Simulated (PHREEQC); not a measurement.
**Nickel, zinc or cadmium bath: an equilibrium model**

Solution (25 °C): 0.15 mol/kgw NiSO4, 0.0085 mol/kgw NaCl and 0.00082 mol/kgw HCl. Closed to the air; pH follows from the charge balance.

Computed with PHREEQC (ion-association model, wateq4f.dat).

```yaml
pH: 3.67
ionic_strength: 0.311 mol/kgw
total_alkalinity: -0.820 meq/kg
```

```csv
species,molality,activity,log γ
Ni+2,0.0758,0.0219,-0.540
SO4-2,0.0747,0.0185,-0.606
NiSO4,0.0735,0.0789,0.031
Cl-,0.00886,0.00601,-0.169
Na+,0.00777,0.00562,-0.141
NaSO4-,0.000725,0.000521,-0.143
HSO4-,0.000548,0.000382,-0.156
NiCl+,0.000450,0.000330,-0.135
H+,0.000272,0.000213,-0.107
Ni(SO4)2-2,0.000272,7.84e-5,-0.540
NiCl2,6.70e-6,7.19e-6,0.031
NiOH+,1.93e-8,1.41e-8,-0.135
```

No solid was allowed to form. Complexes and solids missing from the database can't appear.
